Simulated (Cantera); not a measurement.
Mixture: CH4 : O2 : N2 = 1 : 3.85 : 14.5 (molar parts), equivalence ratio 0.52, at 0.790 bar, adiabatic and at constant pressure. Ignition delay is the time to a rise of 400 K.

Detailed kinetics in Cantera: GRI-Mech 3.0 (53 species, 325 reactions).

### Question
What does this change do: N2 14.5 to 9.8 parts?

### Answer
```tsv
quantity	before	after
delay at 1150 K	83.5 ms	59.8 ms
delay at 1350 K	5.46 ms	3.99 ms
delay at 1550 K	0.738 ms	0.567 ms
delay at 1750 K	0.182 ms	0.145 ms
delay at 1950 K	63.0 µs	50.9 µs
apparent activation energy between 1750 and 1950 K	150 kJ/mol	150 kJ/mol
```
